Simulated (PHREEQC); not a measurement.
1 kg of water holding 0.011 mol/kgw KCl and 0.17 mol/kgw K2SO4 is evaporated at 30 °C; the solids stay in contact with the brine. The system is closed to CO2. Solids allowed: Arcanite, Misenite, Sylvite. Others were left out.

The series has 28 steps of water left (kg), from 1 to 0.005012.

Model: Pitzer model, pitzer.dat, run in PHREEQC.

**Question.** Which solids form, in which order, and at which step of the series does each first stand?

**Answer.** Arcanite from water left = 0.2533 kg.
